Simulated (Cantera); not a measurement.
A closed system holds: 1 mol PbO, 0.34 mol CO, 89 mol H2, held at 923.15 K and 17.0 Pa.

Method: chemical equilibrium by Gibbs-energy minimisation in Cantera with the NASA 1993 tables (ideal gas, pure condensed phases). Candidate condensed phases: C, C6H6, C7H8, C8H18, H2O, Pb, PbO, PbO2, Pb3O4; 113 gas species. Rates play no part.

Problem. What is the equilibrium state?

Solution. 
```
Property                                    Value
--------------------------------------  ---------
x(H2)                                       0.974
x(Pb)                                      0.0111
x(H2O)                                     0.0110
x(CO)                                     0.00368
x(CO2)                                    8.47e-5
gas amount                              90.34 mol
log10 activity of Pb(l) (absent)            -0.13
log10 activity of C(graphite) (absent)      -4.07
log10 activity of PbO2(s) (absent)         -21.02
```
